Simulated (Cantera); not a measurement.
Feed: 1 mol BaF₂, 1.6 mol O₂, 15 mol N₂, held at 1498 K and 0.250 bar.

Cantera equilibrium calculation (NASA polynomials, part measured and part estimated; ideal gas, pure solids and liquids). Candidate condensed phases: Ba, BaF₂, BaO; 20 gas species. The numbers say what is thermodynamically allowed, not how fast it happens.

Problem. What is the equilibrium state?

Solution. 
| Quantity | Result |
|---|---|
| x(N₂) | 0.903 |
| x(O₂) | 0.0959 |
| x(NO) | 0.000877 |
| x(BaF₂) | 0.000120 |
| x(O) | 2.44e-6 |
| x(NO₂) | 1.60e-6 |
| n(BaF₂(s)) | 0.998 mol |
| gas amount | 16.60 mol |
| log10 activity of Ba(l) (absent) | -14.40 |
